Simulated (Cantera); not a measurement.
A Cantera script and what it prints.

```python
import numpy as np
import cantera as ct

gas_names = [...]  # 139 gases of nasa_gas.yaml made of C, H, N, O, Pb
cond_names = """
    C(gr) C6H6(L) C7H8(L) C8H18(L),n-octa H2O(s) H2O(L) Pb(cr) Pb(L) PbO(rd) PbO(yw) PbO(L) PbO2(s)
    Pb3O4(s)
""".split()


# ... load() reads the species with a 1 bar reference pressure and builds the phases ...
atoms = {
    'PbO': {'Pb': 1, 'O': 1},
    'CO': {'C': 1, 'O': 1},
    'H2': {'H': 2},
    'N2': {'N': 2},
}
top_T = {'C(gr)': 4500, 'Pb3O4(s)': 820}  # K; cautious upper limits of use, not melting points


# ... equilibrate(T, P, feed) seeds the gas with the atoms and calls Mixture.equilibrate('TP', solver="vcs", rtol=1e-11, max_steps=5000) ...
results = []
feed = {'PbO': 1, 'CO': 0.55, 'H2': 0.36, 'N2': 0.00015}  # mol
P = 71  # Pa
for T in [1025, 1175, 1325, 1475, 1625, 1775, 1925, 2075, 2225, 2375, 2525]:
    mix = equilibrate(T, P, feed)
    results.append((T, P, feed, dict(zip(mix.species_names, mix.species_moles))))
    x = sorted(zip(gas.X, gas.species_names), reverse=True)
    print(f"T = {T:g} K  P = {P:g} Pa  gas = {mix.phase_moles(0):.4g} mol")
    print("   x: " + "  ".join(f"{s} {v:.3e}" for v, s in x if v > 0.001))
    print("   condensed (mol): " + ("  ".join(f"{mix.phase(i).name} {mix.phase_moles(i):.4g}"
          for i in range(1, mix.n_phases) if mix.phase_moles(i) > 1e-12) or "none"))
```

Result:

```
T = 1025 K  P = 71 Pa  gas = 0.9482 mol
   x: CO2 5.800e-01  H2O 3.796e-01  Pb 3.918e-02
   condensed (mol): Pb(L) 0.8727  PbO(yw) 0.08921
T = 1175 K  P = 71 Pa  gas = 1.91 mol
   x: Pb 4.762e-01  CO2 2.878e-01  H2O 1.884e-01  PbO 4.725e-02
   condensed (mol): none
T = 1325 K  P = 71 Pa  gas = 1.91 mol
   x: Pb 4.757e-01  CO2 2.874e-01  H2O 1.883e-01  PbO 4.781e-02
   condensed (mol): none
T = 1475 K  P = 71 Pa  gas = 1.911 mol
   x: Pb 4.740e-01  CO2 2.856e-01  H2O 1.878e-01  PbO 4.931e-02  CO 2.204e-03
   condensed (mol): none
T = 1625 K  P = 71 Pa  gas = 1.915 mol
   x: Pb 4.714e-01  CO2 2.807e-01  H2O 1.863e-01  PbO 5.094e-02  CO 6.621e-03  O2 1.922e-03  H2 1.414e-03
   condensed (mol): none
T = 1775 K  P = 71 Pa  gas = 1.93 mol
   x: Pb 4.696e-01  CO2 2.678e-01  H2O 1.820e-01  PbO 4.852e-02  CO 1.713e-02  O2 8.619e-03  H2 3.129e-03  OH 2.201e-03
   condensed (mol): none
T = 1925 K  P = 71 Pa  gas = 1.971 mol
   x: Pb 4.666e-01  CO2 2.390e-01  H2O 1.713e-01  PbO 4.082e-02  CO 4.006e-02  O2 2.382e-02  H2 6.670e-03  OH 6.504e-03  H 2.930e-03  O 2.131e-03
   condensed (mol): none
T = 2075 K  P = 71 Pa  gas = 2.053 mol
   x: Pb 4.559e-01  CO2 1.887e-01  H2O 1.493e-01  CO 7.924e-02  O2 4.672e-02  PbO 3.126e-02  OH 1.499e-02  H2 1.292e-02  H 1.136e-02  O 9.456e-03
   condensed (mol): none
T = 2225 K  P = 71 Pa  gas = 2.201 mol
   x: Pb 4.326e-01  CO 1.260e-01  CO2 1.239e-01  H2O 1.113e-01  O2 6.950e-02  H 3.531e-02  O 3.131e-02  OH 2.699e-02  PbO 2.180e-02  H2 2.110e-02
   condensed (mol): none
T = 2375 K  P = 71 Pa  gas = 2.44 mol
   x: Pb 3.963e-01  CO 1.605e-01  H 8.517e-02  O 7.921e-02  O2 7.757e-02  CO2 6.491e-02  H2O 6.113e-02  OH 3.580e-02  H2 2.590e-02  PbO 1.350e-02
   condensed (mol): none
T = 2525 K  P = 71 Pa  gas = 2.751 mol
   x: Pb 3.561e-01  CO 1.726e-01  O 1.531e-01  H 1.496e-01  O2 6.207e-02  OH 3.158e-02  CO2 2.727e-02  H2 2.022e-02  H2O 2.002e-02  PbO 7.293e-03
   condensed (mol): none
```

Method: chemical equilibrium by Gibbs-energy minimisation in Cantera with the NASA 1993 tables (ideal gas, pure condensed phases). Mutual solubility and eutectic melting of coexisting phases are not modelled.
